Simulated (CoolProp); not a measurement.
A closed Brayton cycle with dry air: compressor inlet 330.15 K and 5.9 MPa, high pressure 13.3 MPa, turbine inlet 770 K, compressor efficiency 0.85, turbine efficiency 0.9, recuperator effectiveness 0.8 (on enthalpy, no pinch check). Each further row changes one setting.

Computed with CoolProp (reference Helmholtz-energy equation of state, Lemmon 2000). It is a pseudo-pure fit of the blend.

| case | thermal efficiency (%) | net work (kJ/kg) | compressor to turbine work | compressor exit (K) | turbine exit (K) |
|---|---|---|---|---|---|
| as stated | 23.2 | 45.9 | 0.69 | 432.5 | 634.2 |
| turbine inlet 720 K | 20.2 | 36.1 | 0.74 | 432.5 | 591.7 |
| compressor inlet 340.15 K | 21.9 | 42.6 | 0.72 | 445.5 | 634.2 |
| high pressure 11.3 MPa | 23.0 | 41.3 | 0.66 | 410.1 | 659.5 |
| recuperator effectiveness 0.5 | 17.5 | 45.9 | 0.69 | 432.5 | 634.2 |
